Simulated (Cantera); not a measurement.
A Cantera script and what it prints.

```python
import numpy as np
import cantera as ct

gas_names = """
    AL ALC ALN AL2 C CN C2 CCN CNC C2N2 C3 C4 C4N2 C5 N N2
""".split()
cond_names = """
    AL(cr) AL(L) ALN(s) C(gr)
""".split()


def load(file, names, dense=False):
    # The tables refer to 1 bar. Condensed volumes are neglected.
    table = {s.name: s for s in ct.Species.list_from_file(file)}
    out = []
    for n in names:
        d = dict(table[n].input_data)
        d["thermo"] = dict(d["thermo"], **{"reference-pressure": 1e5})
        if dense:
            d["equation-of-state"] = {"model": "constant-volume", "density": "1e6 g/cm^3"}
        out.append(ct.Species.from_dict(d))
    return out


gas = ct.Solution(thermo="ideal-gas", species=load("nasa_gas.yaml", gas_names))
cond = {s.name: ct.Solution(thermo="fixed-stoichiometry", species=[s], name=s.name)
        for s in load("nasa_condensed.yaml", cond_names, dense=True)}
atoms = {
    'AlN': {'AL': 1, 'N': 1},
    'N2': {'N': 2},
    'C': {'C': 1},
}
top_T = {'ALN(s)': 2750, 'C(gr)': 4500}  # K; cautious upper limits of use, not melting points


def equilibrate(T, P, feed):
    n = {}
    for name, mol in feed.items():
        for a, k in atoms[name].items():
            n[a] = n.get(a, 0.0) + k * mol
    gas.TPX = T, P, n
    mass = sum(n.values()) * gas.mean_molecular_weight
    gas.equilibrate("TP")
    valid = [c for c in cond.values() if c.min_temp <= T <= top_T.get(c.name, c.max_temp)]
    mix = ct.Mixture([(gas, mass / gas.mean_molecular_weight)] + [(c, 0.0) for c in valid])
    mix.T, mix.P = T, P
    mix.equilibrate("TP", solver="vcs", rtol=1e-11, max_steps=5000)
    return mix


results = []
feed = {'AlN': 1, 'N2': 1.3, 'C': 0.095}  # mol
T = 3073  # K
P = 1333.22  # Pa
mix = equilibrate(T, P, feed)
results.append((T, P, feed, dict(zip(mix.species_names, mix.species_moles))))
x = sorted(zip(gas.X, gas.species_names), reverse=True)
print(f"T = {T:g} K  P = {P:g} Pa  gas = {mix.phase_moles(0):.4g} mol")
print("   x: " + "  ".join(f"{s} {v:.3e}" for v, s in x if v > 0.001))
print("   condensed (mol): " + ("  ".join(f"{mix.phase(i).name} {mix.phase_moles(i):.4g}"
      for i in range(1, mix.n_phases) if mix.phase_moles(i) > 1e-12) or "none"))
```

Result:

```
T = 3073 K  P = 1333.22 Pa  gas = 2.846 mol
   x: N2 6.249e-01  AL 3.513e-01  CN 1.479e-02  C3 4.263e-03  C 3.296e-03
   condensed (mol): none
```

Cantera equilibrium calculation (NASA polynomials, part measured and part estimated; ideal gas, pure solids and liquids).
